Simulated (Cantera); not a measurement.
Adiabatic ignition

An adiabatic, constant-pressure homogeneous reactor starts with C₃H₈ : O₂ : N₂ : CO₂ = 1 : 6.85 : 25.8 : 1.7 (molar parts), equivalence ratio 0.73, at 1500 K and 750 Torr.

Cantera simulation using GRI-Mech 3.0 (53 species, 325 reactions); the numbers are that mechanism's predictions, not measurements. GRI-Mech 3.0 was tuned for natural gas; its chemistry of propane as a main component is partial and can be far from experiment.

```tsv
t (s)	T (K)	x C₃H₈	x O₂	x CO₂	x CO	x HO₂	x O
1.00e-6	1499	0.0282	0.194	0.0481	3.27e-8	9.12e-6	8.55e-7
5.24e-6	1496	0.0277	0.193	0.0481	3.27e-6	8.56e-5	2.62e-6
2.75e-5	1492	0.0226	0.190	0.0478	0.000441	0.000108	7.51e-6
0.000144	2274	<1e-12	0.0652	0.0802	0.0433	6.37e-6	0.0147
0.000756	2569	<1e-12	0.0583	0.101	0.0255	6.30e-6	0.00561
0.00397	2579	<1e-12	0.0557	0.102	0.0241	6.33e-6	0.00502
0.0208	2571	<1e-12	0.0527	0.103	0.0239	5.96e-6	0.00470
0.109	2570	<1e-12	0.0525	0.103	0.0239	5.94e-6	0.00468
0.572	2570	<1e-12	0.0525	0.103	0.0239	5.94e-6	0.00468
3.00	2570	<1e-12	0.0525	0.103	0.0239	5.94e-6	0.00468
```
x: mole fraction; the columns are a selection and need not sum to one.

The time of steepest temperature rise comes out as 80.8 µs and the temperature at 3.00 s is 2570 K. The equilibrium temperature is 2570 K, the x(C₃H₈) at 3.00 s comes out as <1e-12 (gas-phase equilibrium <1e-12) and the x(O₂) at 3.00 s is 0.0525 (gas-phase equilibrium 0.0525). The x(CO₂) at 3.00 s is 0.103 (gas-phase equilibrium 0.103).
